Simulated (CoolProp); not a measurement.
Vapour-liquid equilibrium of acetone (1) + dimethyl carbonate (2) at 0.689 MPa; x and y are mole fractions of (1).

Model: multi-fluid Helmholtz-energy mixture model, Lemmon 2006 and Zhou 2011; pair parameters Bell 2016, in CoolProp.

Give the bubble temperature and the first vapour's composition at x = 0.15, 0.55, 0.95. Is there an azeotrope?

x = 0.15: 429.7 K, y = 0.267; x = 0.55: 413.3 K, y = 0.709; x = 0.95: 400.4 K, y = 0.975. No azeotrope shows between x = 0.05 and 0.95.

Pair parameters are fitted to limited data, so mixtures are less certain than the pure fluids. The gap from Raoult's law changes sign with composition, which may be real or a fault of the pair parameters; it wasn't checked against measurements.
